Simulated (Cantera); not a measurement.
A Cantera script and what it prints.

```python
import numpy as np
import cantera as ct

gas_names = """
    B BF BF2 BF3 BO BOF BOF2 BO2 B2 B2O B2O2 B2O3 B3O3F3 F FO FO2 F2 F2O O O2 O3
""".split()
cond_names = """
    B(b) B(L) B2O3(L)
""".split()


# ... load() reads the species with a 1 bar reference pressure and builds the phases ...
atoms = {
    'BF3': {'B': 1, 'F': 3},
    'O2': {'O': 2},
}
top_T = {}  # K; cautious upper limits of use, not melting points


# ... equilibrate(T, P, feed) seeds the gas with the atoms and calls Mixture.equilibrate('TP', solver="vcs", rtol=1e-11, max_steps=5000) ...
results = []
feed = {'BF3': 1, 'O2': 0.55}  # mol
P = 9200  # Pa
for T in [1023, 1123, 1223, 1323, 1423, 1523, 1623, 1723, 1823, 1923]:
    mix = equilibrate(T, P, feed)
    results.append((T, P, feed, dict(zip(mix.species_names, mix.species_moles))))
    x = sorted(zip(gas.X, gas.species_names), reverse=True)
    print(f"T = {T:g} K  P = {P:g} Pa  gas = {mix.phase_moles(0):.4g} mol")
    print("   x: " + "  ".join(f"{s} {v:.3e}" for v, s in x if v > 1e-05))
    print("   condensed (mol): " + ("  ".join(f"{mix.phase(i).name} {mix.phase_moles(i):.4g}"
          for i in range(1, mix.n_phases) if mix.phase_moles(i) > 1e-12) or "none"))
```

Output:

```
T = 1023 K  P = 9200 Pa  gas = 1.55 mol
   x: BF3 6.452e-01  O2 3.548e-01
   condensed (mol): none
T = 1123 K  P = 9200 Pa  gas = 1.55 mol
   x: BF3 6.452e-01  O2 3.548e-01
   condensed (mol): none
T = 1223 K  P = 9200 Pa  gas = 1.55 mol
   x: BF3 6.452e-01  O2 3.548e-01
   condensed (mol): none
T = 1323 K  P = 9200 Pa  gas = 1.55 mol
   x: BF3 6.452e-01  O2 3.548e-01
   condensed (mol): none
T = 1423 K  P = 9200 Pa  gas = 1.55 mol
   x: BF3 6.451e-01  O2 3.548e-01  F 2.789e-05  BOF 1.146e-05
   condensed (mol): none
T = 1523 K  P = 9200 Pa  gas = 1.55 mol
   x: BF3 6.451e-01  O2 3.548e-01  F 9.992e-05  BOF 4.409e-05  BOF2 1.174e-05  O 1.083e-05
   condensed (mol): none
T = 1623 K  P = 9200 Pa  gas = 1.55 mol
   x: BF3 6.448e-01  O2 3.547e-01  F 3.082e-04  BOF 1.417e-04  O 3.734e-05  BOF2 2.477e-05
   condensed (mol): none
T = 1723 K  P = 9200 Pa  gas = 1.551 mol
   x: BF3 6.443e-01  O2 3.543e-01  F 8.374e-04  BOF 3.948e-04  O 1.116e-04  BOF2 4.777e-05
   condensed (mol): none
T = 1823 K  P = 9200 Pa  gas = 1.553 mol
   x: BF3 6.430e-01  O2 3.536e-01  F 2.043e-03  BOF 9.784e-04  O 2.957e-04  BOF2 8.548e-05
   condensed (mol): none
T = 1923 K  P = 9200 Pa  gas = 1.556 mol
   x: BF3 6.404e-01  O2 3.520e-01  F 4.543e-03  BOF 2.199e-03  O 7.079e-04  BOF2 1.435e-04
   condensed (mol): none
```

Equilibrium computed with Cantera from the NASA thermochemical tables; the gas is ideal and each condensed phase is pure.
